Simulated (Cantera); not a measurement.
Ignition delay

Mixture: C3H8 : O2 : N2 : CO2 = 1 : 2.63 : 9.89 : 0.38 (molar parts), equivalence ratio 1.9, at 0.701 atm, adiabatic and at constant pressure. Ignition delay is the time to a rise of 400 K.

Model: GRI-Mech 3.0 (53 species, 325 reactions), integrated in Cantera. GRI-Mech 3.0 was tuned for natural gas; its chemistry of propane as a main component is partial and can be far from experiment.

```csv
T0 (K),delay (ms)
1250,2.99
1300,1.27
1350,0.604
1400,0.315
1450,0.180
1500,0.111
1550,0.0739
1600,0.0520
```

```json
{
  "apparent activation energy between 1500 and 1600 K": "150 kJ/mol"
}
```
